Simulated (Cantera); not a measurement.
An isothermal, constant-pressure homogeneous reactor starts with 0.986 % CO, 0.365 % O2, 0.0946 % H2O, 98.6 % N2, at 1025 K and 33000 Pa.

Computed with Cantera and GRI-Mech 3.0 (53 species, 325 reactions).

x: mole fraction; the columns are a selection and need not sum to one.

```json
[
 {"t (s)": "0.000800", "x CO": "0.00986", "x O2": "0.00365", "x H2O": "0.000946", "x NO": "<1e-12", "x N2O": "<1e-12"},
 {"t (s)": "0.00289", "x CO": "0.00986", "x O2": "0.00365", "x H2O": "0.000946", "x NO": "<1e-12", "x N2O": "<1e-12"},
 {"t (s)": "0.0104", "x CO": "0.00986", "x O2": "0.00365", "x H2O": "0.000946", "x NO": "<1e-12", "x N2O": "<1e-12"},
 {"t (s)": "0.0376", "x CO": "0.00986", "x O2": "0.00365", "x H2O": "0.000946", "x NO": "<1e-12", "x N2O": "<1e-12"},
 {"t (s)": "0.136", "x CO": "0.00985", "x O2": "0.00364", "x H2O": "0.000946", "x NO": "<1e-12", "x N2O": "5.51e-10"},
 {"t (s)": "0.490", "x CO": "[?]", "x O2": "[?]", "x H2O": "[?]", "x NO": "3.62e-7", "x N2O": "[?]"},
 {"t (s)": "1.77", "x CO": "0.00230", "x O2": "1.50e-8", "x H2O": "0.000678", "x NO": "3.74e-7", "x N2O": "1.58e-10"},
 {"t (s)": "6.38", "x CO": "0.00230", "x O2": "6.24e-10", "x H2O": "0.000679", "x NO": "3.61e-7", "x N2O": "6.63e-10"},
 {"t (s)": "23.0", "x CO": "0.00230", "x O2": "3.33e-11", "x H2O": "0.000680", "x NO": "[?]", "x N2O": "[?]"},
 {"t (s)": "83.1", "x CO": "0.00230", "x O2": "2.09e-12", "x H2O": "0.000680", "x NO": "2.49e-7", "x N2O": "1.04e-8"},
 {"t (s)": "300", "x CO": "0.00230", "x O2": "<1e-12", "x H2O": "0.000681", "x NO": "1.71e-7", "x N2O": "1.14e-8"}
]
```

Fill in the missing entries.


- 0.490, x CO: 0.00255
- 0.490, x O2: 7.26e-5
- 0.490, x H2O: 0.000758
- 0.490, x N2O: 2.14e-8
- 23.0, x NO: 3.25e-7
- 23.0, x N2O: 3.72e-9
